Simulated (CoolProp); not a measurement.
Vapour-liquid equilibrium of R152A (1) + methanol (2) at 0.0999 bar; x and y are mole fractions of (1).

Computed with CoolProp (multi-fluid Helmholtz-energy mixture model, Outcalt 1996 and de Reuck 1993; pair parameters Bell 2016).

```tsv
x	bubble temperature (K)	y at the bubble point	dew temperature at overall composition x (K)	liquid density (mol/L)
0.05	224.7	0.991	287.4	26.01
0.125	215.0	0.997	286.0	25.29
0.2	212.9	0.997	284.4	24.38
0.275	212.4	0.997	282.7	23.47
0.35	212.4	0.997	280.9	22.59
0.425	212.3	0.997	278.8	21.75
0.5	212.2	0.997	276.5	20.96
0.575	211.8	0.998	273.9	20.21
0.65	211.3	0.998	270.9	19.49
0.725	210.6	0.998	267.2	18.82
0.8	209.7	0.999	262.5	18.17
0.875	208.7	0.999	255.9	17.55
0.95	207.7	1.000	244.0	16.96
```

No azeotrope shows between x = 0.05 and 0.95.

The pair parameters rest on a limited set of measurements; away from them the model extrapolates. With so large a gap from Raoult's law the liquid may split in two, which this calculation doesn't test in full.
